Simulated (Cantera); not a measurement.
Input (Python, Cantera) and output of one run.

```python
import numpy as np
import cantera as ct

gas_names = [...]  # 169 gases of nasa_gas.yaml made of C, H, N, O
cond_names = """
    C(gr) C6H6(L) C7H8(L) C8H18(L),n-octa H2O(s) H2O(L)
""".split()


# ... load() reads the species with a 1 bar reference pressure and builds the phases ...
atoms = {
    'acetone': {'C': 3, 'H': 6, 'O': 1},
    'NH3': {'N': 1, 'H': 3},
    'H2': {'H': 2},
}
top_T = {'C(gr)': 4500}  # K; cautious upper limits of use, not melting points


# ... equilibrate(T, P, feed) seeds the gas with the atoms and calls Mixture.equilibrate('TP', solver="vcs", rtol=1e-11, max_steps=5000) ...
results = []
feed = {'acetone': 1, 'NH3': 2.4, 'H2': 15}  # mol
P = 120000  # Pa
for T in [3000, 3250, 3500, 3750, 4000, 4250, 4500, 4750, 5000]:
    mix = equilibrate(T, P, feed)
    results.append((T, P, feed, dict(zip(mix.species_names, mix.species_moles))))

top = {s: max(r[3][s] / sum(r[3][g] for g in gas_names) for r in results) for s in gas_names}
cols = sorted((s for s in top if top[s] > 0.0001), key=lambda s: -top[s])[:8]
seen = [c for c in cond_names if any(r[3].get(c, 0) > 1e-12 for r in results)]
print("log10 of partial pressures in bar; condensed amounts in mol")
print(f"{'T/K':>10s}" + "".join(f"{s[:9]:>10s}" for s in cols + seen))
for T, P, feed, n in results:
    ng = sum(n[g] for g in gas_names)
    print(f"{T:10.4g}" + "".join(f"{np.log10(max(n[s] / ng * P / 1e5, 1e-99)):10.3f}" for s in cols)
          + "".join(f"{n.get(c, 0):10.4g}" for c in seen))
```

Output:

```
log10 of partial pressures in bar; condensed amounts in mol
       T/K         H        H2        CO         C        N2 C2H2,acet       HCN        CN
      3000    -0.825    -0.046    -1.326    -4.440    -1.395    -1.541    -1.564    -3.329
      3250    -0.549    -0.110    -1.353    -3.638    -1.432    -1.617    -1.593    -2.923
      3500    -0.336    -0.215    -1.393    -2.966    -1.475    -1.760    -1.663    -2.595
      3750    -0.183    -0.369    -1.443    -2.422    -1.515    -2.023    -1.795    -2.351
      4000    -0.083    -0.572    -1.493    -2.006    -1.545    -2.441    -2.002    -2.193
      4250    -0.026    -0.812    -1.534    -1.709    -1.563    -3.009    -2.280    -2.119
      4500     0.005    -1.068    -1.561    -1.520    -1.572    -3.707    -2.620    -2.125
      4750     0.020    -1.321    -1.577    -1.419    -1.578    -4.488    -3.003    -2.195
      5000     0.027    -1.562    -1.587    -1.368    -1.591    -5.285    -3.397    -2.302
```

Equilibrium computed with Cantera from the NASA thermochemical tables; the gas is ideal and each condensed phase is pure. The feed counts by its element totals alone.
